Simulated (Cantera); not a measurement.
Source: NASA polynomial tables (part measured, part estimated), evaluated in Cantera. Values are per mole of reaction as written; species without (g) are pure solids or liquids, kept so even where they would boil at 1 bar.

Question: Between 300 and 2225 K, where is each reaction favourable under standard conditions?
- 3 TiCl4(g) + Ti ⇌ 4 TiCl3(g)

Answer: 
- 3 TiCl4(g) + Ti ⇌ 4 TiCl3(g): ΔG° is 81 kJ at 300 K and -214 kJ at 2225 K; it changes sign between 300 and 1625 K. ΔH° is 85 kJ and ΔS° 134 J/K at 2225 K.
